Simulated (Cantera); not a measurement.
Input: 1 mol Si3N4, 0.25 mol Si, 0.018 mol H2, held at 1800 °C and 65.0 Pa.

Equilibrium computed with Cantera from the NASA thermochemical tables; the gas is ideal and each condensed phase is pure. The tables' values for SiN are old estimates; treat these amounts as uncertain. Rates play no part.

```json
[
 {"species": "N2", "before": "0.831", "after": "0.736"},
 {"species": "Si", "before": "0.154", "after": "0.154"},
 {"species": "H2", "before": "0.00411", "after": "0.0774"},
 {"species": "H", "before": "0.00662", "after": "0.0287"},
 {"species": "SiH2", "before": "6.52e-7", "after": "1.23e-5"},
 {"species": "SiH", "before": "0.000144", "after": "0.000626"},
 {"species": "SiN", "before": "0.000786", "after": "0.000739"},
 {"species": "Si2N", "before": "0.000966", "after": "0.000908"},
 {"species": "Si3", "before": "0.000390", "after": "0.000390"},
 {"species": "Si2", "before": "0.00189", "after": "0.00189"},
 {"species": "Si(l), mol", "before": "2.86", "after": "2.81"}
]
```
Gas species are given as mole fractions.

Question: Name the change that produced these shifts.
A. H2 from 0.018 to 0.25 mol
B. pressure from 65.0 Pa to 1 atm
C. pressure from 65.0 Pa to 0.160 bar
D. temperature from 1800 °C to 2450 °C

Answer: A, H2 from 0.018 to 0.25 mol. Gases not in the tables: Si2H6 and higher silanes
